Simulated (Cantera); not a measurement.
A closed system holds: 1 mol Si, a varied amount of Cl₂, 5.1 mol H₂, at 1100 K and 101000 Pa.

Cantera equilibrium calculation (NASA polynomials, part measured and part estimated; ideal gas, pure solids and liquids). Candidate condensed phases: Si; 19 gas species. Kinetics and transport are ignored.

### Question
Which condensed phases are stable at each of these points (n(Cl₂) (mol)): 0.5, 0.6, 0.72, 0.87, 1, 1.3, 1.5, 1.8, 2.2?

### Answer
```
n(Cl₂) (mol)  condensed phases  Si condensed (%)
------------  ----------------  ----------------
0.5                      Si(s)              73.9
0.6                      Si(s)              68.5
0.72                     Si(s)              62.0
0.87                     Si(s)              53.9
1                        Si(s)              46.9
1.3                      Si(s)              30.7
1.5                      Si(s)              20.0
1.8                      Si(s)               3.9
2.2                   gas only               0.0
```

From 0.5 mol Cl₂ to 1.8 mol Cl₂ the condensed part is Si(s). At 2.2 mol Cl₂ nothing is condensed.
